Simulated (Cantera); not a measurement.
# Equilibrium for sublimation and decomposition of ceramics: SiC + C + N2

Charge: 1 mol SiC, 0.53 mol C, 0.044 mol N2, at 1750 K and 3.50 mbar.

Equilibrium computed with Cantera from the NASA thermochemical tables; the gas is ideal and each condensed phase is pure. Candidate condensed phases: C, Si, SiC, Si3N4; 20 gas species. Equilibrium is a limit: real reactors are often held back by kinetics, nucleation or transport.

* **x(N2)**: 1.000
* **x(Si)**: 8.16e-6
* **n(C(graphite))**: 0.530 mol
* **n(SiC(s))**: 1.00 mol
* **gas amount**: 0.04400 mol
* **log10 activity of Si(l) (absent)**: -1.72
